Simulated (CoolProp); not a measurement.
Computed with CoolProp (reference Helmholtz-energy equation of state, Thol 2017).

**Question.** Give the vapour pressure (kPa), vapour density (kg/m³), surface tension (mN/m) of saturated octamethyltrisiloxane (MDM) at 303.5, 348.6, 416.2 K.

**Answer.** 
```
T (K)  p (kPa)  vapour density (kg/m³)  surface tension (mN/m)
-----  -------  ----------------------  ----------------------
303.5    0.703                  0.0660                    16.1
348.6     7.47                   0.616                    12.2
416.2     78.6                    5.73                    7.02
```

Surface tension comes from a separate correlation (Mulero 2014), older than this fluid's equation and unchecked against measurements.
